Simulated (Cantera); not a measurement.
Adiabatic ignition

An adiabatic, constant-pressure homogeneous reactor starts with 17.2 % CH4, 2.23 % H2, 16.9 % O2, 63.5 % N2, 0.240 % H2O, equivalence ratio 2.1, at 1450 K and 3750 Torr.

Computed with Cantera and GRI-Mech 3.0 (53 species, 325 reactions).

| t (s) | T (K) | x CH4 | x H2 | x O2 | x C2H6 | x CH2CO |
|---|---|---|---|---|---|---|
| 2.00e-6 | 1450 | 0.172 | 0.0223 | 0.169 | 1.92e-10 | <1e-12 |
| 7.43e-6 | 1450 | 0.172 | 0.0223 | 0.169 | 1.60e-8 | <1e-12 |
| 2.76e-5 | 1450 | 0.172 | 0.0223 | 0.169 | 3.40e-6 | 5.58e-11 |
| 0.000102 | 1455 | 0.170 | 0.0222 | 0.168 | 0.000307 | 1.75e-7 |
| 0.000381 | 1571 | 0.145 | 0.0279 | 0.149 | 0.00331 | 0.000179 |
| 0.00141 | 2458 | 6.73e-10 | 0.183 | 2.29e-6 | <1e-12 | <1e-12 |
| 0.00525 | 2459 | 6.00e-10 | 0.183 | 2.32e-6 | <1e-12 | <1e-12 |
| 0.0195 | 2459 | 5.93e-10 | 0.183 | 2.32e-6 | <1e-12 | <1e-12 |
| 0.0725 | 2459 | 5.93e-10 | 0.183 | 2.32e-6 | <1e-12 | <1e-12 |
| 0.269 | 2459 | 5.93e-10 | 0.183 | 2.32e-6 | <1e-12 | <1e-12 |
| 1.00 | 2459 | 5.93e-10 | 0.183 | 2.32e-6 | <1e-12 | <1e-12 |
x: mole fraction; the columns are a selection and need not sum to one.

| Item | Value |
|---|---|
| time of steepest temperature rise | 0.439 ms |
| temperature at 1.00 s | 2459 K |
| equilibrium temperature | 2459 K |
| x(CH4) at 1.00 s | 5.93e-10 (gas-phase equilibrium 6.70e-10) |
| x(H2) at 1.00 s | 0.183 (gas-phase equilibrium 0.183) |
| x(O2) at 1.00 s | 2.32e-6 (gas-phase equilibrium 2.32e-6) |
